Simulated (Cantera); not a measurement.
A Cantera script and what it prints.

```python
import numpy as np
import cantera as ct

gas_names = """
    P4 NO2 N2 P2
""".split()
cond_names = """
    P4O10(s)
""".split()


# ... load() reads the species with a 1 bar reference pressure and builds the phases ...
species = {s.name: s for s in load("nasa_gas.yaml", gas_names) + load("nasa_condensed.yaml", cond_names)}
# Each term lists the table entries of one substance; the one whose range holds T is used.
reactions = {
    '2 P4(g) + 10 NO2(g) = 2 P4O10 + 5 N2(g)':
        [(-2, ['P4']), (-10, ['NO2']), (2, ['P4O10(s)']), (5, ['N2'])],
    'P4(g) = 2 P2(g)':
        [(-1, ['P4']), (2, ['P2'])],
}


def pick(names, T):
    return next(species[n] for n in names if species[n].thermo.min_temp <= T <= species[n].thermo.max_temp)


results = []
for label, terms in reactions.items():
    print(label)
    print("     T/K   dH/kJ  dS/(J/K)   dG/kJ   log10 K")
    for T in [300, 400, 425, 450, 475, 500]:
        used = [(nu, pick(names, T)) for nu, names in terms]
        dH = sum(nu * s.thermo.h(T) for nu, s in used) / 1e6
        dS = sum(nu * s.thermo.s(T) for nu, s in used) / 1e3
        dG = dH - T * dS / 1e3
        logK = -dG * 1e6 / (ct.gas_constant * T * np.log(10))
        results.append((label, T, dH, dS, dG, logK, [s.name for _, s in used]))
        print(f"{T:8g} {dH:8.1f} {dS:8.1f} {dG:8.1f} {logK:8.2f}")
```

It prints:

```
2 P4(g) + 10 NO2(g) = 2 P4O10 + 5 N2(g)
     T/K   dH/kJ  dS/(J/K)   dG/kJ   log10 K
     300  -6479.7  -1545.7  -6015.9  1047.45
     400  -6470.6  -1520.0  -5862.6   765.56
     425  -6467.6  -1512.7  -5824.7   715.87
     450  -6464.2  -1505.1  -5787.0   671.72
     475  -6460.7  -1497.3  -5749.4   632.24
     500  -6456.8  -1489.4  -5712.1   596.73
P4(g) = 2 P2(g)
     T/K   dH/kJ  dS/(J/K)   dG/kJ   log10 K
     300    228.4    156.2    181.5   -31.60
     400    227.9    154.9    165.9   -21.67
     425    227.8    154.6    162.1   -19.92
     450    227.6    154.2    158.2   -18.37
     475    227.4    153.8    154.4   -16.98
     500    227.3    153.5    150.5   -15.73
```

Standard-state values (1 bar) from the NASA 1993 polynomials, evaluated with Cantera. Condensed species are held in their standard states even where they would react or evaporate.
